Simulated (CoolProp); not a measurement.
Values from CoolProp's reference Helmholtz-energy equation of state, Thol 2016.

Question: For hexamethyldisiloxane (MM), give the phase and the cp (kJ/(kg K)), isothermal compressibility (1/MPa), fugacity coefficient at 265.7 K and 908 kPa; 348.4 K and 908 kPa; 431.1 K and 908 kPa.

Answer: 
- 265.7 K and 908 kPa: liquid; cp 1.82, isothermal compressibility 0.00156, fugacity coefficient 0.000997
- 348.4 K and 908 kPa: liquid; cp 2.04, isothermal compressibility 0.00340, fugacity coefficient 0.0519
- 431.1 K and 908 kPa: liquid; cp 2.31, isothermal compressibility 0.0107, fugacity coefficient 0.405
